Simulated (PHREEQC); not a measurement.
Solution (25 °C and 100 atm): 0.2 mol/kgw H2SO4 and 0.0098 mol/kgw MnSO4. Closed to the air; pH follows from the charge balance.

Model: Pitzer model, pitzer.dat, run in PHREEQC.

| quantity | before | after |
|---|---|---|
| pH | 0.73 | 1.22 |
| ionic strength (mol/kgw) | 0.329 | 0.418 |
| HSO4- (mol/kgw) | 0.155 | 0.110 |
| SO4-2 (mol/kgw) | 0.0549 | 0.0995 |

**Question.** Which change was made?
A) diluted 10-fold with water
B) H2SO4 from 0.2 to 0.04 mol/kgw
C) H2SO4 replaced by NaHSO4 at the same molality
D) MnSO4 left out
E) H2SO4 from 0.2 to 0.22 mol/kgw

**Answer.** C, H2SO4 replaced by NaHSO4 at the same molality

No solid was allowed to form. Under pressure, the constants of complexes without a molar volume in the database are unreliable.
